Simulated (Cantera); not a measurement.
Input: 1 mol Si3N4, 0.15 mol C, 4.5 mol N2, held at 1527 °C and 0.140 bar.

Cantera equilibrium calculation (NASA polynomials, part measured and part estimated; ideal gas, pure solids and liquids). Candidate condensed phases: C, Si, SiC, Si3N4; 20 gas species. Mutual solubility and eutectic melting of coexisting phases are not modelled. The numbers say what is thermodynamically allowed, not how fast it happens.

Base state: N2 1.000 (mole fractions); condensed: SiC(s) + Si3N4(s).

Problem. What changes in the equilibrium state with this change: pressure from 0.140 bar to 32.0 Pa?

Solution. 
| species | before | after |
|---|---|---|
| N2 | 1.000 | 0.990 |
| Si | 3.59e-6 | 0.00992 |
| Si2N | 1.51e-7 | 0.000126 |
| Si2 | 3.43e-9 | 6.00e-5 |
| Si3 | <1e-9 | 1.43e-5 |
| Si2C | 3.81e-8 | 0.000105 |
| SiN | 5.94e-7 | 7.82e-5 |
| SiC(s), mol | 0.150 | 0.149 |
| Si3N4(s), mol | 0.950 | 0 |
| Si(l), mol | 0 | 2.78 |
The tables' values for SiN are old estimates; treat these amounts as uncertain.
